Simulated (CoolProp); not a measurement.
Sulfur dioxide along the isotherm 259.7 K: Z from the reference equation and from simpler models built on Tc = 430.6 K, pc = 7887 kPa, ω = 0.256; each cubic takes its own stable root.

Computed with CoolProp (reference Helmholtz-energy equation of state, Gao 2016).

```tsv
p (kPa)	phase	reference	van der Waals	Redlich-Kwong	Soave-Redlich-Kwong
845	liquid	0.01703	0.02887	0.01961	0.01902
1690	liquid	0.03404	0.05758	0.03916	0.03801
2530	liquid	0.05092	0.08597	0.05855	0.05684
3380	liquid	0.06797	0.1145	0.07812	0.07587
4220	liquid	0.08478	0.1427	0.09740	0.09463
5070	liquid	0.1018	0.1710	0.1169	0.1136
5910	liquid	0.1185	0.1988	0.1361	0.1323
6760	liquid	0.1355	0.2269	0.1554	0.1512
7600	liquid	0.1522	0.2545	0.1746	0.1698
8450	liquid	0.1691	0.2824	0.1938	0.1886
9290	liquid	0.1857	0.3098	0.2129	0.2072
10100	liquid	0.2018	0.3361	0.2312	0.2251
11000	liquid	0.2196	0.3653	0.2515	0.2449
11800	liquid	0.2354	0.3911	0.2695	0.2625
```
